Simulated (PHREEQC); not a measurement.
Make-up at 25 °C: 0.14 mol/kgw NaHCO3. Closed to the air; pH follows from the charge balance.

Model: ion-association model, wateq4f.dat, run in PHREEQC.

```tsv
quantity	before	after
pH	7.97	13.01
ionic strength (mol/kgw)	0.135	0.140
Na+ (mol/kgw)	0.133	0.140
```

Problem. Which change was made?
A. NaHCO3 from 0.14 to 0.21 mol/kgw
B. NaHCO3 from 0.14 to 0.28 mol/kgw
C. NaHCO3 from 0.14 to 0.028 mol/kgw
D. NaHCO3 replaced by NaOH at the same molality

Solution. D, NaHCO3 replaced by NaOH at the same molality

No solid was allowed to form.
